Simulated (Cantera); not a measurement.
An adiabatic, constant-pressure homogeneous reactor starts with H2 : O2 : N2 = 1 : 0.794 : 7.94 (molar parts), equivalence ratio 0.63, at 1450 K and 12.0 bar. Integrator tolerance rtol = 1e-08.

Cantera simulation using GRI-Mech 3.0 (53 species, 325 reactions); the numbers are that mechanism's predictions, not measurements. The hydrogen kinetics of GRI-Mech 3.0 are dated; newer H2 mechanisms differ, most at raised pressure. The pressure lies above the range GRI-Mech 3.0 was tuned for (to about 10 atm).

```json
[
 {"quantity": "time of steepest temperature rise", "before": "3.45 µs", "after": "10.2 µs"},
 {"quantity": "temperature at 4.00 s", "before": "2159 K", "after": "2155 K"},
 {"quantity": "equilibrium temperature", "before": "2159 K", "after": "2155 K"},
 {"quantity": "x(H2) at 4.00 s", "before": "0.000160 (gas-phase equilibrium 0.000160)", "after": "0.000293 (gas-phase equilibrium 0.000293)"},
 {"quantity": "x(O2) at 4.00 s", "before": "0.0292 (gas-phase equilibrium 0.0292)", "after": "0.0292 (gas-phase equilibrium 0.0292)"},
 {"quantity": "x(O) at 4.00 s", "before": "0.000103 (gas-phase equilibrium 0.000103)", "after": "0.000189 (gas-phase equilibrium 0.000189)"},
 {"quantity": "x(NO2) at 4.00 s", "before": "7.81e-6 (gas-phase equilibrium 7.81e-6)", "after": "4.13e-6 (gas-phase equilibrium 4.13e-6)"},
 {"quantity": "x(HO2) at 4.00 s", "before": "2.26e-6 (gas-phase equilibrium 2.26e-6)", "after": "1.62e-6 (gas-phase equilibrium 1.62e-6)"},
 {"quantity": "x(OH) at 4.00 s", "before": "0.00143 (gas-phase equilibrium 0.00143)", "after": "0.00193 (gas-phase equilibrium 0.00193)"}
]
```

### Question
What was changed between the two runs?
(A) pressure from 12.0 bar to 5.00 bar
(B) initial temperature 1450 to 1423 K
(C) pressure from 12.0 bar to 10.0 bar
(D) pressure from 12.0 bar to 3.40 bar

### Answer
D, pressure from 12.0 bar to 3.40 bar
